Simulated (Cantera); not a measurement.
A perfectly stirred reactor is fed with N₂O = 1 (molar parts), at 0.132 atm; it is held at 1575 K, and followed from long to short residence time.

Detailed kinetics in Cantera: GRI-Mech 3.0 (53 species, 325 reactions). GRI-Mech 3.0 was tuned for natural gas; its chemistry of N2O as a main component is partial and can be far from experiment. The temperature is held fixed by assumption; the heat of reaction is taken as removed at once.

One state of this run: x N₂O = 0.0938; x NO = 0.159; x O₂ = 0.222; x O = 0.000120; x NO₂ = 0.000147; x N₂ = 0.524. x: mole fraction; the columns are a selection and need not sum to one.

Which value of τ (s) does it belong to?
A) 0.13
B) 0.0055
C) 0.39
D) 1.1

C, 0.39
